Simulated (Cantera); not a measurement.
Input: 1 mol Si2H6, 0.018 mol HCl, 130 mol N2, at 1773.15 K.

These are equilibrium values from Cantera (NASA tables, ideal gas, pure condensed phases), not measurements of a reactor. Candidate condensed phases: NH4Cl, Si, Si3N4; 28 gas species. The feed counts by its element totals alone. Equilibrium is a limit: real reactors are often held back by kinetics, nucleation or transport.

Problem. At 33.8 Torr, list the 5 most abundant gas species with their mole fractions, and the condensed phases.

Solution. N2 0.977, H2 0.0227, H 0.000202, HCl 0.000134, Si 1.21e-5. Condensed: Si3N4(s).
